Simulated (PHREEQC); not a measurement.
1 kg of water holding 0.043 mol/kgw KCl, 0.03 mol/kgw NaCl and 4.8e-05 mol/kgw CaSO4 is evaporated at 50 °C; the solids stay in contact with the brine. The system is closed to CO2. Solids allowed: Arcanite, Glaserite, Glauberite, Gypsum, Anhydrite, Halite, Mirabilite, Misenite, Portlandite, Sylvite, Syngenite, Thenardite. Others were left out.

The series has 28 steps of water left (kg), from 1 to 0.005012.

Model: Pitzer model, pitzer.dat, run in PHREEQC.

**Question.** Which solids form, in which order, and at which step of the series does each first stand?

**Answer.** Sylvite from water left = 0.00903 kg; Halite from water left = 0.006093 kg.

Away from 25 °C the constants follow the database's enthalpies or fits; those with neither stay at their 25 °C values.
